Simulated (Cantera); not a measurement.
What does this Cantera script print?

```python
import numpy as np
import cantera as ct

gas_names = """
    CL CLO CL2 H HCL HOCL HO2 H2 H2O H2O2 O OH O2 O3 Si SiCL SiCL2 SiCL3 SiCL4 SiH SiHCL3 SiH2 SiH2CL2
    SiH3 SiH3CL SiH4 SiO SiO2 Si2 Si3
""".split()
cond_names = """
    H2O(s) H2O(L) Si(cr) Si(L) SiO2(Lqz) SiO2(hqz) SiO2(L)
""".split()


# ... load() reads the species with a 1 bar reference pressure and builds the phases ...
atoms = {
    'SiH2Cl2': {'Si': 1, 'H': 2, 'CL': 2},
    'O3': {'O': 3},
    'H2': {'H': 2},
}
top_T = {}  # K; cautious upper limits of use, not melting points


# ... equilibrate(T, P, feed) seeds the gas with the atoms and calls Mixture.equilibrate('TP', solver="vcs", rtol=1e-11, max_steps=5000) ...
results = []
T = 623.15  # K
P = 830  # Pa
for m in [0.16, 0.25, 0.38, 0.59, 0.91, 1.4, 2.1, 3.3, 5.1]:
    feed = {'SiH2Cl2': 1, 'O3': m, 'H2': 1.7}  # mol
    mix = equilibrate(T, P, feed)
    results.append((T, P, feed, dict(zip(mix.species_names, mix.species_moles))))

top = {s: max(r[3][s] / sum(r[3][g] for g in gas_names) for r in results) for s in gas_names}
cols = sorted((s for s in top if top[s] > 1e-05), key=lambda s: -top[s])[:9]
seen = [c for c in cond_names if any(r[3].get(c, 0) > 1e-12 for r in results)]
print("log10 of partial pressures in bar; condensed amounts in mol")
print(f"{'n(O3)':>10s}" + "".join(f"{s[:9]:>10s}" for s in cols + seen))
for T, P, feed, n in results:
    ng = sum(n[g] for g in gas_names)
    print(f"{feed['O3']:10.4g}" + "".join(f"{np.log10(max(n[s] / ng * P / 1e5, 1e-99)):10.3f}" for s in cols)
          + "".join(f"{n.get(c, 0):10.4g}" for c in seen))
```

It prints:

```
log10 of partial pressures in bar; condensed amounts in mol
     n(O3)        H2        O2       HCL       H2O     SiCL4       CL2    SiHCL3   SiH2CL2    Si(cr) SiO2(Lqz)
      0.16    -2.158   -66.820    -5.735   -17.731    -2.938   -25.766    -3.695    -5.722    0.2405      0.24
      0.25    -2.158   -66.820    -5.735   -17.731    -2.938   -25.766    -3.695    -5.722    0.1055     0.375
      0.38    -2.187   -56.393    -3.148   -12.546    -2.962   -20.564    -6.335   -10.976         0      0.57
      0.59    -2.350   -52.654    -2.448   -10.839    -3.575   -19.001    -7.810   -13.314         0     0.885
      0.91    -2.662   -35.922    -2.348    -2.786   -19.283   -18.489   -23.930   -29.847         0         1
       1.4   -18.344    -3.697    -2.524    -2.355   -20.848    -3.159   -41.001   -62.424         0         1
       2.1   -18.888    -2.735    -2.750    -2.418   -21.626    -3.067   -42.097   -63.838         0         1
       3.3   -19.161    -2.444    -2.934    -2.545   -22.106    -3.162   -42.666   -64.496         0         1
       5.1   -19.376    -2.304    -3.107    -2.690   -22.508    -3.293   -43.111   -64.982         0         1
```

Method: chemical equilibrium by Gibbs-energy minimisation in Cantera with the NASA 1993 tables (ideal gas, pure condensed phases).
